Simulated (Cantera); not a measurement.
Cantera with NASA thermochemical tables; ideal gases at 1 bar, condensed phases pure. Values are per mole of reaction as written; species without (g) are pure solids or liquids, kept so even where they would boil at 1 bar. ZrN: taken at fixed stoichiometry.

**Question.** Between 300 and 2348 K, where is each reaction favourable under standard conditions?
- ZrO2(g) + N2(g) ⇌ ZrN + NO2(g)

**Answer.** 
- ZrO2(g) + N2(g) ⇌ ZrN + NO2(g): ΔG° is 11 kJ at 300 K and 359 kJ at 2348 K; it stays positive (K < 1). ΔH° is -7 kJ and ΔS° -156 J/K at 2348 K.
